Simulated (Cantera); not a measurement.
Input: 1 mol TEOS, 13 mol CO2, 44 mol N2, equilibrated at 973 K and 0.133 bar.

Method: chemical equilibrium by Gibbs-energy minimisation in Cantera with the NASA 1993 tables (ideal gas, pure condensed phases). Candidate condensed phases: C, C6H6, C7H8, C8H18, H2O, Si, SiC, SiO2, Si2N2O, Si3N4; 151 gas species. The feed counts by its element totals alone. The numbers say what is thermodynamically allowed, not how fast it happens.

Base state: N2 0.587, CO 0.210, H2 0.110, CO2 0.0704, H2O 0.0230, CH4 1.74e-5 (mole fractions); condensed: SiO2(β-quartz).

Problem. What changes in the equilibrium state with this change: CO2 from 13 to 2.5 mol?

Solution. 
| species | before | after |
|---|---|---|
| N2 | 0.587 | 0.724 |
| H2 | 0.110 | 0.162 |
| CO | 0.210 | 0.110 |
| CO2 | 0.0704 | 0.00163 |
| H2O | 0.0230 | 0.00148 |
| CH4 | 1.74e-5 | 0.000450 |
| SiO2(β-quartz), mol | 1.00 | 1.00 |
| C(graphite), mol | 0 | 3.66 |
